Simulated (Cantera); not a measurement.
Thermodynamics of chlorosilane synthesis and conversion, feed Si + HCl + H2

A closed system holds: 1 mol Si, 3.5 mol HCl, 4.9 mol H2, held at 75.0 Torr.

Equilibrium computed with Cantera from the NASA thermochemical tables; the gas is ideal and each condensed phase is pure. Candidate condensed phases: Si; 19 gas species. The tables' values for SiCl3 are old estimates; treat these amounts as uncertain. Kinetics and transport are ignored.

From 823 K to 1423 K the condensed part is Si(s). The main Si-bearing gas is SiCl4 at 823 K and SiCl2 at 1423 K. The share of Si in condensed phases is highest at 1223 K (14.2 %) and lowest at 1423 K (3.7 %).

```csv
T (K),x H2,x HCl,x SiCl4,x SiCl2,x SiHCl3,x SiCl3,x SiH2Cl2,n Si(s)
823,0.872,0.00315,0.0926,1.26e-5,0.0309,0.000114,0.000868,0.0696
923,0.868,0.00965,0.0915,0.000154,0.0293,0.000592,0.000921,0.0830
1023,0.858,0.0233,0.0874,0.00113,0.0272,0.00216,0.000939,0.106
1123,0.839,0.0467,0.0779,0.00550,0.0240,0.00587,0.000904,0.133
1223,0.810,0.0795,0.0602,0.0190,0.0189,0.0120,0.000794,0.142
1323,0.773,0.114,0.0358,0.0464,0.0123,0.0174,0.000602,0.107
1423,0.742,0.140,0.0147,0.0797,0.00606,0.0172,0.000380,0.0365
```
x: gas mole fraction; n: condensed amount in mol.
